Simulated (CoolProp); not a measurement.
Vapour pressure (bar) of dimethyl carbonate: the reference equation beside estimates from Tc = 557.0 K, pc = 49.09 bar, ω = 0.346. Clausius-Clapeyron is anchored at 315.3 K with a constant enthalpy of vaporisation of 36.74 kJ/mol.

Values from CoolProp's reference Helmholtz-energy equation of state, Zhou 2011.

```csv
T (K),reference,Lee-Kesler,Clausius-Clapeyron,Redlich-Kwong,Soave-Redlich-Kwong
297.2,0.06918,[?],[?],0.2612,0.06499
315.3,0.1654,0.1550,0.1654,[?],[?]
333.4,0.3529,0.3372,0.3539,0.9801,0.3403
351.5,0.6863,[?],0.7003,1.675,0.6701
369.5,[?],1.215,[?],2.681,1.216
387.6,[?],2.076,2.259,4.082,2.075
405.7,3.323,3.351,3.756,5.949,3.349
423.8,5.075,5.153,5.981,8.356,5.159
441.9,7.458,7.606,9.168,11.37,7.637
460,10.61,10.84,13.59,15.07,10.92
478.1,14.68,15.01,19.55,19.52,15.18
```

Problem. Fill in the missing entries.

Solution. 
- 297.2, Lee-Kesler: 0.06357
- 297.2, Clausius-Clapeyron: 0.07043
- 315.3, Redlich-Kwong: 0.5307
- 315.3, Soave-Redlich-Kwong: 0.1574
- 351.5, Lee-Kesler: 0.6672
- 369.5, reference: 1.231
- 369.5, Clausius-Clapeyron: 1.292
- 387.6, reference: 2.078

Absolute difference from the reference over all 11 rows, mean and median: Lee-Kesler 2.9 and 2.2 %, Clausius-Clapeyron 12.1 and 8.7 %, Redlich-Kwong 118.7 and 96.4 %, Soave-Redlich-Kwong 2.7 and 2.4 %.
